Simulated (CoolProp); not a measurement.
R142b at 298.15 K and 0.16 MPa is throttled through a valve to 0.0284 MPa with no heat exchange. Each further row changes one setting.

Values from CoolProp's reference Helmholtz-energy equation of state, Lemmon 2006. It is a short technical equation, of lower accuracy than the large ones.

```json
[
 {"case": "as stated", "temperature change (K)": "-3.6", "final density (kg/m³)": "1.17"},
 {"case": "outlet pressure 0.00852 MPa", "temperature change (K)": "-4.1", "final density (kg/m³)": "0.351"},
 {"case": "outlet pressure 0.0369 MPa", "temperature change (K)": "-3.4", "final density (kg/m³)": "1.53"}
]
```
